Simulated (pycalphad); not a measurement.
**Effect of B content in Ti-Hf-B**

All values are pycalphad results on the COST 507 light-alloy database (1999) (1 atm), not direct measurements. The database dates from 1999; later assessments differ in places, in temperatures and in the compounds included. Amounts are mole fractions of atoms. Kinetics are ignored, which matters at the lower temperatures.

```csv
alloy,liquidus (°C),first solid,solidus (°C),phases at 527 °C
Ti-0.72Hf-1.09B (at.%),1643,bcc,1541,"hcp 0.98, BM 0.02"
Ti-0.72Hf-1.63B (at.%),1632,bcc,1541,"hcp 0.97, BM 0.03"
Ti-0.72Hf-2.18B (at.%),1621,bcc,1541,"hcp 0.96, BM 0.04"
Ti-0.72Hf-3.27B (at.%),1599,bcc,1541,"hcp 0.94, BM 0.06"
Ti-0.72Hf-4.36B (at.%),1580,bcc,1541,"hcp 0.91, BM 0.09"
```

Database names, with the compositions (at.%) that they take in these runs: BM: Ti 50 B 50.
